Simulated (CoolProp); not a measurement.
The fluid at 293.15 K and 13.7 MPa flows at 0.19 m/s in a round tube of 10 mm bore and 1.5 µm roughness, fully developed (64/Re and Nu = 3.66 if laminar; Colebrook and Gnielinski if turbulent). The same conditions are run with several fluids, on thermodynamics alone (safety and materials aside).

Model: reference Helmholtz-energy equation of state of each fluid (R410A: Lemmon 2003; R11: Jacobsen 1992; sulfur hexafluoride: Guder 2009), in CoolProp. Blends and air are pseudo-pure fits.

```csv
fluid,Reynolds number,Darcy friction factor,pressure drop (Pa/m),heat-transfer coefficient (W/(m² K)),mass flow (kg/h)
R410A,13800,0.0287,60.0,691,62.2
R11,(withheld),0.0365,100,(withheld),81.7
sulfur hexafluoride,15200,(withheld),80.2,544,85.3
```

Q: Complete the blanks.

A: 
- R11, Reynolds number: 5530
- R11, heat-transfer coefficient (W/(m² K)): 358
- sulfur hexafluoride, Darcy friction factor: 0.0280

Transport values come from each fluid's own correlations; those of R11 are estimates that may be off by 10 % or more.
